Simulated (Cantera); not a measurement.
An isothermal, constant-pressure homogeneous reactor starts with 82.0 % NO, 18.0 % N2, at 2100 K and 1.90 bar.

Computed with Cantera and GRI-Mech 3.0 (53 species, 325 reactions).

x: mole fraction; the columns are a selection and need not sum to one.

| t (s) | x NO | x NO2 | x N2 | x O2 | x O | x N2O |
|---|---|---|---|---|---|---|
| 1.00e-5 | 0.820 | 1.56e-5 | 0.180 | 3.74e-7 | 1.51e-5 | (withheld) |
| 3.46e-5 | 0.819 | 7.78e-5 | 0.180 | 4.10e-6 | 3.48e-5 | (withheld) |
| 0.000119 | 0.819 | 0.000282 | 0.181 | 7.64e-5 | 9.34e-5 | (withheld) |
| 0.000412 | 0.817 | 0.000454 | 0.181 | 0.000900 | 0.000141 | 0.000335 |
| 0.00143 | 0.810 | 0.000497 | 0.185 | 0.00432 | 0.000154 | 0.000338 |
| 0.00492 | 0.786 | 0.000602 | 0.197 | 0.0160 | 0.000189 | 0.000315 |
| 0.0170 | 0.709 | 0.000803 | 0.235 | 0.0542 | 0.000271 | (withheld) |
| 0.0588 | 0.504 | 0.000900 | 0.338 | 0.157 | 0.000418 | (withheld) |
| 0.203 | 0.192 | 0.000477 | 0.494 | 0.313 | 0.000572 | (withheld) |
| 0.702 | 0.0336 | 9.29e-5 | 0.573 | 0.393 | 0.000636 | (withheld) |
| 2.42 | 0.0123 | 3.46e-5 | 0.584 | 0.403 | 0.000644 | 7.94e-7 |
| 8.38 | 0.0119 | 3.34e-5 | 0.584 | 0.403 | 0.000644 | 7.90e-7 |
| 28.9 | 0.0119 | 3.34e-5 | 0.584 | 0.403 | 0.000644 | 7.90e-7 |
| 100 | 0.0119 | 3.34e-5 | 0.584 | 0.403 | 0.000644 | 7.90e-7 |

### Question
Complete the blanks.

### Answer

- 1.00e-5, x N2O: 2.84e-5
- 3.46e-5, x N2O: 8.90e-5
- 0.000119, x N2O: 0.000223
- 0.0170, x N2O: 0.000251
- 0.0588, x N2O: 0.000122
- 0.203, x N2O: 1.76e-5
- 0.702, x N2O: 1.21e-6
